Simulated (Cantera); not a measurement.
A closed system holds: 1 mol C2H2, 0.066 mol O2, 2.8 mol H2, 1.2 mol CO2, equilibrated at 1950 K and 41.0 mbar.

Method: chemical equilibrium by Gibbs-energy minimisation in Cantera with the NASA 1993 tables (ideal gas, pure condensed phases). Candidate condensed phases: C, C6H6, C7H8, C8H18, H2O; 110 gas species. Rates play no part.

Base state: H2 0.596, CO 0.399, H 0.00437, C2H2 (acetylene) 0.000326 (mole fractions); condensed: C(graphite).

Q: What changes in the equilibrium state with this change: temperature from 1950 K to 1248 K?

A: 
| species | before | after |
|---|---|---|
| H2 | 0.596 | 0.600 |
| CO | 0.399 | 0.400 |
| CH4 | 7.09e-6 | 0.000164 |
| H | 0.00437 | 1.79e-6 |
| C2H2 (acetylene) | 0.000326 | 1.46e-7 |
| CO2 | 2.13e-7 | 6.47e-5 |
| C(graphite), mol | 0.664 | 0.668 |

Q: What changes in the equilibrium state with this change: temperature from 1950 K to 2950 K?

A: 
```csv
species,before,after
H,0.00437,0.360
CO,0.399,0.325
H2,0.596,0.291
C2H2 (acetylene),0.000326,0.0156
C3,<1e-9,0.00442
C,<1e-9,0.000762
"C(graphite), mol",0.664,0.245
```

Q: What changes in the equilibrium state with this change: C2H2 replaced by C6H6?

A: 
| species | before | after |
|---|---|---|
| H2 | 0.596 | 0.692 |
| CO | 0.399 | 0.303 |
| H | 0.00437 | 0.00471 |
| C2H2 (acetylene) | 0.000326 | 0.000378 |
| C(graphite), mol | 0.664 | 4.66 |
